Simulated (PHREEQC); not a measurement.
Solution A (93 mmol/kgw KOH, 11 mmol/kgw CO2 and 4.1 mmol/kgw (CH3)4NCl) is mixed with solution B (0.13 mol/kgw HF, 0.16 mol/kgw NH4F and 0.043 mol/kgw H2SO4) at 60 °C; shares are by mass of water, 1 kg in all. O2 is buffered at 0.21 atm. The system is closed to CO2. No solid was allowed to form.

All values are PHREEQC results (ion-association model, wateq4f.dat), not measurements.

Predict pH at share of solution B = 0.2, 0.35, 0.4, 0.85, 1.


```csv
share of solution B,pH
0.2,8.74
0.35,4.20
0.4,3.87
0.85,2.95
1,2.81
```

(CH3)4N+ isn't in the database: it is added as a free cation with an ion size of 4 Å. wateq4f.dat counts part of the HF as a dimer, H2F2, which phreeqc.dat doesn't know; its constant is uncertain. Away from 25 °C the constants follow the database's enthalpies or fits; those with neither stay at their 25 °C values.
